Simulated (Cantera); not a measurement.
## Pyrogenic steam for wet oxidation

An isothermal, constant-pressure homogeneous reactor starts with H₂ : O₂ : N₂ = 0.36 : 1 : 2.6 (molar parts), equivalence ratio 0.18, at 1298 K and 750 Torr.

Model: the H2/O2 subset of GRI-Mech 3.0, which has no nitrogen chemistry, integrated in Cantera. The temperature is held fixed by assumption; the heat of reaction is taken as removed at once.

```json
[
 {"t (s)": "2.00e-6", "x H₂": "0.0909", "x O₂": "0.253", "x O": "7.54e-9", "x H₂O": "9.84e-9", "x HO₂": "1.88e-8", "x H₂O₂": "2.22e-11", "x H": "1.85e-8"},
 {"t (s)": "9.28e-6", "x H₂": "0.0909", "x O₂": "0.253", "x O": "6.30e-7", "x H₂O": "1.88e-6", "x HO₂": "2.48e-7", "x H₂O₂": "7.85e-10", "x H": "1.16e-6"},
 {"t (s)": "4.31e-5", "x H₂": "0.00602", "x O₂": "0.212", "x O": "0.0106", "x H₂O": "0.0811", "x HO₂": "0.000103", "x H₂O₂": "7.94e-6", "x H": "0.00840"},
 {"t (s)": "0.000200", "x H₂": "0.000146", "x O₂": "0.217", "x O": "0.000232", "x H₂O": "0.0948", "x HO₂": "1.72e-5", "x H₂O₂": "1.36e-6", "x H": "1.94e-5"},
 {"t (s)": "0.000928", "x H₂": "6.36e-6", "x O₂": "0.217", "x O": "1.41e-5", "x H₂O": "0.0952", "x HO₂": "1.49e-6", "x H₂O₂": "2.18e-7", "x H": "2.90e-7"},
 {"t (s)": "0.00431", "x H₂": "4.26e-7", "x O₂": "0.217", "x O": "1.77e-6", "x H₂O": "0.0952", "x HO₂": "1.97e-7", "x H₂O₂": "4.04e-8", "x H": "1.23e-8"},
 {"t (s)": "0.0200", "x H₂": "6.47e-8", "x O₂": "0.217", "x O": "3.23e-7", "x H₂O": "0.0952", "x HO₂": "4.93e-8", "x H₂O₂": "8.65e-9", "x H": "9.70e-10"},
 {"t (s)": "0.0928", "x H₂": "2.00e-8", "x O₂": "0.217", "x O": "9.60e-8", "x H₂O": "0.0952", "x HO₂": "3.63e-8", "x H₂O₂": "2.82e-9", "x H": "1.77e-10"},
 {"t (s)": "0.431", "x H₂": "1.72e-8", "x O₂": "0.217", "x O": "8.00e-8", "x H₂O": "0.0952", "x HO₂": "3.67e-8", "x H₂O₂": "2.40e-9", "x H": "1.42e-10"},
 {"t (s)": "2.00", "x H₂": "1.72e-8", "x O₂": "0.217", "x O": "8.00e-8", "x H₂O": "0.0952", "x HO₂": "3.67e-8", "x H₂O₂": "2.40e-9", "x H": "1.42e-10"},
 {"t (s)": "9.28", "x H₂": "1.72e-8", "x O₂": "0.217", "x O": "8.00e-8", "x H₂O": "0.0952", "x HO₂": "3.67e-8", "x H₂O₂": "2.40e-9", "x H": "1.42e-10"},
 {"t (s)": "43.1", "x H₂": "1.72e-8", "x O₂": "0.217", "x O": "8.00e-8", "x H₂O": "0.0952", "x HO₂": "3.67e-8", "x H₂O₂": "2.40e-9", "x H": "1.42e-10"},
 {"t (s)": "200", "x H₂": "1.72e-8", "x O₂": "0.217", "x O": "8.00e-8", "x H₂O": "0.0952", "x HO₂": "3.67e-8", "x H₂O₂": "2.40e-9", "x H": "1.42e-10"}
]
```
x: mole fraction; the columns are a selection and need not sum to one.

Equilibrium at this temperature and pressure: H₂ 1.72e-8, O₂ 0.217, O 8.00e-8, H₂O 0.0952, HO₂ 3.67e-8, H₂O₂ 2.40e-9, H 1.42e-10 (gas phase only).
